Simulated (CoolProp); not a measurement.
R245ca along the isotherm 245.1 K: fugacity coefficient from the reference equation and from simpler models built on Tc = 447.6 K, pc = 3.941 MPa, ω = 0.355; each cubic takes its own stable root.

The numbers come from the reference Helmholtz-energy equation of state, Zhou 2016 in CoolProp.

```csv
p (MPa),phase,reference
0.896,liquid,0.008395
1.79,liquid,0.004369
2.69,liquid,0.003023
3.58,liquid,0.002360
4.48,liquid,0.001961
5.37,liquid,0.001700
6.27,liquid,0.001514
7.16,liquid,0.001378
8.06,liquid,0.001272
8.96,liquid,0.001190
9.85,liquid,0.001125
```

Task: How far does each simpler model (van der Waals, Redlich-Kwong) lie from the reference over these 11 states: mean and median of the absolute difference, and the worst?

Result: 
- van der Waals: mean 2862.6 %, median 2856.5 %, worst +3240.4 % at 245.1 K and 9.85 MPa
- Redlich-Kwong: mean 305.0 %, median 305.1 %, worst +314.5 % at 245.1 K and 9.85 MPa
